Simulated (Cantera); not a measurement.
Charge: 1 mol Pb, 1 mol CO₂, 1.9 mol N₂, equilibrated at 203 Torr.

These are equilibrium values from Cantera (NASA tables, ideal gas, pure condensed phases), not measurements of a reactor. Candidate condensed phases: C, Pb, PbO, PbO₂, Pb₃O₄; 27 gas species. Gases not in the tables: (PbO)n polymers. The numbers say what is thermodynamically allowed, not how fast it happens.

log p: log10 of the partial pressure in bar; n: condensed amount in mol.

| T (°C) | log p N₂ | log p CO₂ | log p Pb | log p CO | log p PbO | n Pb(l) |
|---|---|---|---|---|---|---|
| 925 | -0.75 | -1.03 | -3.20 | -4.30 | -4.30 | 0.993 |
| 1000 | -0.76 | -1.03 | -2.74 | -3.87 | -3.87 | 0.979 |
| 1075 | -0.76 | -1.04 | -2.32 | -3.49 | -3.49 | 0.944 |
| 1150 | -0.77 | -1.05 | -1.95 | -3.15 | -3.15 | [?] |
| 1225 | -0.80 | -1.08 | -1.62 | -2.86 | -2.86 | [?] |
| 1300 | -0.84 | -1.14 | -1.32 | -2.61 | -2.61 | [?] |
| 1375 | -0.88 | -1.18 | -1.18 | -2.45 | -2.45 | 0 |
| 1450 | -0.88 | -1.19 | -1.19 | -2.35 | -2.35 | 0 |
| 1525 | -0.88 | -1.20 | -1.20 | -2.26 | -2.26 | 0 |

**Question.** Complete the blanks.

**Answer.** 
- 1150, n Pb(l): 0.866
- 1225, n Pb(l): 0.698
- 1300, n Pb(l): 0.332
